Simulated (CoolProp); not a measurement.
n-hexane at several states: Z from the reference equation and from simpler models built on Tc = 507.8 K, pc = 3044 kPa, ω = 0.300; each cubic takes its own stable root.

Values from CoolProp's reference Helmholtz-energy equation of state, Thol 2019.

```
T (K)  p (kPa)   phase  reference
-----  -------  ------  ---------
412.6    12800  liquid     0.5654
271.7     26.2  liquid   0.001473
339.3     7820  liquid     0.3808
```

How far does each simpler model (van der Waals, Redlich-Kwong, Soave-Redlich-Kwong) lie from the reference over these 3 states: mean and median of the absolute difference, and the worst?


- van der Waals: mean 22390.0 %, median 61.7 %, worst +67055.5 % at 271.7 K and 26.2 kPa
- Redlich-Kwong: mean 13.4 %, median 13.5 %, worst +14.7 % at 271.7 K and 26.2 kPa
- Soave-Redlich-Kwong: mean 10.1 %, median 9.9 %, worst +11.4 % at 271.7 K and 26.2 kPa

At some of these states van der Waals gives the other phase, because its saturation line lies elsewhere.
